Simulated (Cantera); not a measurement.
**HMDSO + O3 + N2 + CO2 (silicon oxide and oxynitride deposition)**

Input: 1 mol HMDSO, 4 mol O3, 69 mol N2, 1 mol CO2, equilibrated at 0.0780 bar.

Cantera equilibrium calculation (NASA polynomials, part measured and part estimated; ideal gas, pure solids and liquids). Candidate condensed phases: C, C6H6, C7H8, C8H18, H2O, Si, SiC, SiO2, Si2N2O, Si3N4; 151 gas species. The feed counts by its element totals alone. The tables hold silica as quartz up to 1696 K and as liquid above; real silica turns to tridymite and cristobalite and melts near 1996 K. Rates play no part.

```
T (K)  log p N2  log p H2  log p H2O  log p CO  log p CO2  log p CH4  log p SiO  n C(graphite)  n SiO2(α-quartz)  n SiO2(β-quartz)  n SiO2(condensed)  n SiO2(l)
-----  --------  --------  ---------  --------  ---------  ---------  ---------  -------------  ----------------  ----------------  -----------------  ---------
500       -1.17     -3.17      -2.23     -5.70      -2.61      -2.95       <-13           3.38              2.00                 0                  0          0
650       -1.18     -2.36      -2.48     -3.53      -2.46      -3.31       <-13           2.55              2.00                 0                  0          0
800       -1.20     -2.15      -2.95     -2.42      -2.59      -4.43       <-13              0              2.00                 0                  0          0
950       -1.20     -2.18      -2.78     -2.35      -2.70      -6.93       <-13              0                 0              2.00                  0          0
1100      -1.20     -2.21      -2.68     -2.32      -2.80      -8.75       <-13              0                 0              2.00                  0          0
1250      -1.20     -2.23      -2.63     -2.29      -2.88     -10.13     -12.16              0                 0              2.00                  0          0
1400      -1.20     -2.24      -2.59     -2.27      -2.96     -11.21      -9.77              0                 0              2.00                  0          0
1550      -1.20     -2.26      -2.57     -2.26      -3.02     -12.07      -7.85              0                 0              2.00                  0          0
1700      -1.20     -2.27      -2.55     -2.25      -3.07     -12.78      -6.27              0                 0                 0               2.00          0
1850      -1.20     -2.27      -2.54     -2.25      -3.11       <-13      -4.98              0                 0                 0               1.99          0
2000      -1.20     -2.29      -2.52     -2.25      -3.13       <-13      -3.92              0                 0                 0                  0       1.87
```
log p: log10 of the partial pressure in bar; n: condensed amount in mol.

From 500 K to 650 K the condensed part is C(graphite) + SiO2(α-quartz). At 800 K the condensed part is SiO2(α-quartz). From 950 K to 1550 K the condensed part is SiO2(β-quartz). From 1700 K to 1850 K the condensed part is SiO2(condensed). At 2000 K the condensed part is SiO2(l).
